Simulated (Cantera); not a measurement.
A closed system holds: 1 mol Al, 0.8 mol Cl2.

These are equilibrium values from Cantera (NASA tables, ideal gas, pure condensed phases), not measurements of a reactor. Candidate condensed phases: Al, AlCl3; 8 gas species. The tables' values for AlCl2 are old estimates. Equilibrium is a limit: real reactors are often held back by kinetics, nucleation or transport.

**Question.** What condenses at these points (T in K, P in Pa): (1275, 1300); (875, 4.2); (1125, 1); (1275, 100000); (925, 75)?

**Answer.** 
| T (K) | P in Pa | condensed phases | Al condensed (%) |
|---|---|---|---|
| 1275 | 1300 | gas only | 0.0 |
| 875 | 4.2 | Al | 28.2 |
| 1125 | 1 | gas only | 0.0 |
| 1275 | 100000 | Al | 39.6 |
| 925 | 75 | Al | 39.4 |
